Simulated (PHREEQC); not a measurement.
0.015 g of hydrous ferric oxide (600 m²/g; 0.2 weak and 0.005 strong sites per Fe, Dzombak-Morel constants, diffuse double layer) in 1 kg of water with 0.1 mol/kgw of an inert sodium salt and 0.007 mmol/kgw ZnSO4, at 25 °C; the pH is set by adding NaOH or the inert anion's acid. Oxygen alone is held at its pressure in air (log pO2 = -0.68). The system is closed to CO2. Nothing may precipitate in this run.

Base run: PHREEQC, ion-association model, wateq4f.dat. Each further column changes one thing. The table gives S sorbed (%).

```tsv
pH	base	no electrostatic term (-no_edl)	background salt from 0.1 to 0.01 mol/kgw	oxide from 0.015 to 0.075 g/kgw	4.8e-06 mol/kgw Na2SO4 added
3	58.4	0.0	98.3	94.2	…
3.5	57.4	0.0	…	93.8	45.7
4.5	44.5	0.0	87.4	87.5	…
5	31.1	0.0	71.1	75.8	25.7
5.5	16.6	0.0	…	53.1	14.4
6.5	1.8	0.0	…	8.2	1.7
7	0.4	0.0	1.6	1.8	0.4
7.5	0.1	0.0	0.3	0.3	0.1
8.5	0.0	0.0	0.0	0.0	0.0
9	0.0	0.0	0.0	0.0	0.0
```

Fill in the missing entries.


- 3, 4.8e-06 mol/kgw Na2SO4 added: 46.4
- 3.5, background salt from 0.1 to 0.01 mol/kgw: 97.6
- 4.5, 4.8e-06 mol/kgw Na2SO4 added: 35.9
- 5.5, background salt from 0.1 to 0.01 mol/kgw: 47.5
- 6.5, background salt from 0.1 to 0.01 mol/kgw: 7.8

The oxide is taken as insoluble; below pH 4 it would dissolve.
